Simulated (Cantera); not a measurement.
Input (Python, Cantera) and output of one run.

```python
import numpy as np
import cantera as ct

gas_names = """
    NO2 NO O O3
""".split()
cond_names = """

""".split()


# ... load() reads the species with a 1 bar reference pressure and builds the phases ...
species = {s.name: s for s in load("nasa_gas.yaml", gas_names) + load("nasa_condensed.yaml", cond_names)}
# Each term lists the table entries of one substance; the one whose range holds T is used.
reactions = {
    'NO2(g) = NO(g) + O(g)':
        [(-1, ['NO2']), (1, ['NO']), (1, ['O'])],
    '3 NO(g) + O3(g) = 3 NO2(g)':
        [(-3, ['NO']), (-1, ['O3']), (3, ['NO2'])],
}


def pick(names, T):
    return next(species[n] for n in names if species[n].thermo.min_temp <= T <= species[n].thermo.max_temp)


results = []
for label, terms in reactions.items():
    print(label)
    print("     T/K   dH/kJ  dS/(J/K)   dG/kJ   log10 K")
    for T in [950, 1050, 1150, 1250, 1350, 1450]:
        used = [(nu, pick(names, T)) for nu, names in terms]
        dH = sum(nu * s.thermo.h(T) for nu, s in used) / 1e6
        dS = sum(nu * s.thermo.s(T) for nu, s in used) / 1e3
        dG = dH - T * dS / 1e3
        logK = -dG * 1e6 / (ct.gas_constant * T * np.log(10))
        results.append((label, T, dH, dS, dG, logK, [s.name for _, s in used]))
        print(f"{T:8g} {dH:8.1f} {dS:8.1f} {dG:8.1f} {logK:8.2f}")
```

It prints:

```
NO2(g) = NO(g) + O(g)
     T/K   dH/kJ  dS/(J/K)   dG/kJ   log10 K
     950    310.5    140.6    176.9    -9.73
    1050    310.7    140.8    162.9    -8.10
    1150    310.9    140.9    148.8    -6.76
    1250    311.0    141.0    134.7    -5.63
    1350    311.1    141.1    120.6    -4.67
    1450    311.1    141.2    106.5    -3.83
3 NO(g) + O3(g) = 3 NO2(g)
     T/K   dH/kJ  dS/(J/K)   dG/kJ   log10 K
     950   -316.8   -159.4   -165.3     9.09
    1050   -316.6   -159.3   -149.4     7.43
    1150   -316.4   -159.1   -133.4     6.06
    1250   -316.1   -158.8   -117.5     4.91
    1350   -315.7   -158.6   -101.7     3.93
    1450   -315.4   -158.3    -85.8     3.09
```

Cantera with NASA thermochemical tables; ideal gases at 1 bar, condensed phases pure. Condensed species are held in their standard states even where they would react or evaporate.
